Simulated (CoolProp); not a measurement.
Vapour-liquid equilibrium of dimethyl ether (1) + chloromethane (R40) (2) at 1030 kPa; x and y are mole fractions of (1).

The numbers come from the multi-fluid Helmholtz-energy mixture model, Wu 2011 and Thol 2014; pair parameters Bell 2016 in CoolProp.

Question: Give the bubble temperature and the first vapour's composition at x = 0.65, 0.875, 0.95. Is there an azeotrope?

Answer: x = 0.65: 47.7 °C, y = 0.663; x = 0.875: 46.6 °C, y = 0.889; x = 0.95: 46.1 °C, y = 0.957. y crosses x between x = 0.425 and 0.5: the model has an azeotrope there.

The pair parameters rest on a limited set of measurements; away from them the model extrapolates.
